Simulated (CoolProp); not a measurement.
Properties of CHF3 (R23) along the isotherm 475 K.

Model: reference Helmholtz-energy equation of state, Penoncello 2003, in CoolProp.

```
p (bar)          phase  cp (kJ/(kg K))  speed of sound (m/s)  isothermal compressibility (1/MPa)  viscosity (µPa s)  Prandtl number  fugacity coefficient
-------  -------------  --------------  --------------------  ----------------------------------  -----------------  --------------  --------------------
0.382              gas          0.9626                 253.6                               26.19               22.6           0.948                0.9995
0.869              gas          0.9633                 253.5                               11.52               22.6           0.946                0.9989
1.98               gas          0.9651                 253.3                               5.063               22.6           0.942                0.9975
4.5                gas          0.9690                 252.9                               2.235               22.6           0.935                0.9943
10.2               gas          0.9780                 251.9                              0.9929               22.6           0.921                0.9872
23.3               gas          0.9996                 249.9                              0.4415               22.8           0.897                0.9713
53.1     supercritical           1.053                 246.5                              0.1996               23.6           0.870                0.9370
121      supercritical           1.180                 247.6                             0.08907               27.4           0.885                0.8703
```

Viscosity comes from a separate model (Shan 2000). Thermal conductivity comes from a separate model (Shan 2000).
